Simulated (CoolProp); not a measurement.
The fluid at 298.15 K and 0.0513 MPa is compressed adiabatically to 0.327 MPa with isentropic efficiency 0.6. The same conditions are run with several fluids, on thermodynamics alone (safety and materials aside).

Model: reference Helmholtz-energy equation of state of each fluid (dimethyl ether: Wu 2011; neopentane: Lemmon 2006; R236FA: Pan 2012; R152A: Outcalt 1996; cis-2-butene: Lemmon 2005), in CoolProp.

```csv
fluid,work (kJ/kg),final temperature (K),final density (kg/m³)
dimethyl ether,183,414.5,4.46
neopentane,108,361.0,8.41
R236FA,51.7,360.8,17.5
R152A,127,410.9,6.46
cis-2-butene,145,391.2,5.87
```
